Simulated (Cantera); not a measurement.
Feed: 1 mol Fe(CO)₅, 0.042 mol O₂, 0.14 mol H₂, held at 1048 K and 1 atm.

These are equilibrium values from Cantera (NASA tables, ideal gas, pure condensed phases), not measurements of a reactor. Condensed phases not in the tables: cementite and carbon dissolved in iron. Equilibrium is a limit: real reactors are often held back by kinetics, nucleation or transport.

```json
[
 {"species": "CO", "before": "0.818", "after": "0.957"},
 {"species": "H₂", "before": "0.0267", "after": "0.0269"},
 {"species": "CO₂", "before": "0.151", "after": "0.0160"},
 {"species": "H₂O", "before": "0.00414", "after": "0.000378"},
 {"species": "CH₄", "before": "4.22e-5", "after": "5.36e-8"},
 {"species": "C(graphite), mol", "before": "0.616", "after": "0"},
 {"species": "Fe(α), mol", "before": "1.00", "after": "1.00"}
]
```
Gas species are given as mole fractions.

Q: Which change was made?
A) H₂ from 0.14 to 23 mol
B) temperature from 1048 K to 1473 K
C) pressure from 1 atm to 10.0 mbar
D) temperature from 1048 K to 1575 K

A: C, pressure from 1 atm to 10.0 mbar
